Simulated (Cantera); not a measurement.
An isothermal, constant-pressure homogeneous reactor starts with 86.2 % NH₃, 13.8 % N₂, at 1625 K and 1600 Pa.

Model: the gas-phase N/H chemistry of the illustrative SiF4/NH3 mechanism in the Surface Chemkin manual (1991), integrated in Cantera. Walls and surfaces, which speed up NH3 decomposition in real reactors, are not modelled.

One state of this run: x NH₃ = 0.113; x N₂H₄ = 7.73e-10; x H = 0.000107; x NH = 5.99e-7; x N₂ = 0.283; x H₂ = 0.603; x N₂H₂ = 1.22e-7. x: mole fraction; the columns are a selection and need not sum to one.

Question: Which value of t (s) does it belong to?
(A) 0.000300
(B) 200
(C) 0.00857
(D) 0.000917

Answer: B, 200
